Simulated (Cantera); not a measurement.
An isothermal, constant-pressure homogeneous reactor starts with NO : N2 = 1 : 0.31 (molar parts), at 1648 K and 760 Torr.

Cantera simulation using GRI-Mech 3.0 (53 species, 325 reactions); the numbers are that mechanism's predictions, not measurements.

**Question.** Predict: x(NO) at 5.00 s; x(NO2) at 5.00 s; x(O) at 5.00 s; x(N2) at 5.00 s; x(N2O) at 5.00 s; x(O2) at 5.00 s.

**Answer.** 
```
Property                                             Value
----------------  ----------------------------------------
x(NO) at 5.00 s      0.538 (gas-phase equilibrium 0.00283)
x(NO2) at 5.00 s   0.00141 (gas-phase equilibrium 1.36e-5)
x(O) at 5.00 s     8.69e-6 (gas-phase equilibrium 1.56e-5)
x(N2) at 5.00 s        0.349 (gas-phase equilibrium 0.617)
x(N2O) at 5.00 s  0.000107 (gas-phase equilibrium 1.49e-7)
x(O2) at 5.00 s        0.111 (gas-phase equilibrium 0.380)
```
